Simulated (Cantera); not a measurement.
An isothermal, constant-pressure homogeneous reactor starts with NH3 : H2 = 1 : 0.62 (molar parts), at 1800 K and 1.00 atm. Integrator tolerance rtol = 1e-08.

Cantera simulation using the gas-phase N/H chemistry of the illustrative SiF4/NH3 mechanism in the Surface Chemkin manual (1991); the numbers are that mechanism's predictions, not measurements. Walls and surfaces, which speed up NH3 decomposition in real reactors, are not modelled.

**Question.** What does this change do: pressure from 1.00 atm to 0.0286 atm?

**Answer.** 
| quantity | before | after |
|---|---|---|
| x(NH3) at 20.0 s | 0.00230 (gas-phase equilibrium 9.32e-6) | 0.0554 (gas-phase equilibrium 2.66e-7) |
| x(H2) at 20.0 s | 0.807 (gas-phase equilibrium 0.809) | 0.770 (gas-phase equilibrium 0.807) |
| x(NH) at 20.0 s | 4.63e-8 (gas-phase equilibrium 1.89e-10) | 1.97e-6 (gas-phase equilibrium 1.89e-10) |
| x(N2H4) at 20.0 s | 1.71e-11 (gas-phase equilibrium <1e-12) | 5.05e-10 (gas-phase equilibrium <1e-12) |
| x(NH2) at 20.0 s | 2.44e-6 (gas-phase equilibrium 9.93e-9) | 7.85e-5 (gas-phase equilibrium 1.68e-9) |
| x(H) at 20.0 s | 0.000320 (gas-phase equilibrium 0.000322) | 0.000408 (gas-phase equilibrium 0.00190) |

**Question.** What does this change do: pressure from 1.00 atm to 0.0158 atm?

**Answer.** 
```
quantity                                              before                                     after
-----------------  -----------------------------------------  ----------------------------------------
x(NH3) at 20.0 s     0.00230 (gas-phase equilibrium 9.32e-6)     0.102 (gas-phase equilibrium 1.47e-7)
x(H2) at 20.0 s          0.807 (gas-phase equilibrium 0.809)       0.738 (gas-phase equilibrium 0.807)
x(NH) at 20.0 s     4.63e-8 (gas-phase equilibrium 1.89e-10)  2.86e-6 (gas-phase equilibrium 1.89e-10)
x(N2H4) at 20.0 s    1.71e-11 (gas-phase equilibrium <1e-12)   7.54e-10 (gas-phase equilibrium <1e-12)
x(NH2) at 20.0 s     2.44e-6 (gas-phase equilibrium 9.93e-9)  0.000129 (gas-phase equilibrium 1.24e-9)
x(H) at 20.0 s     0.000320 (gas-phase equilibrium 0.000322)  0.000348 (gas-phase equilibrium 0.00256)
```
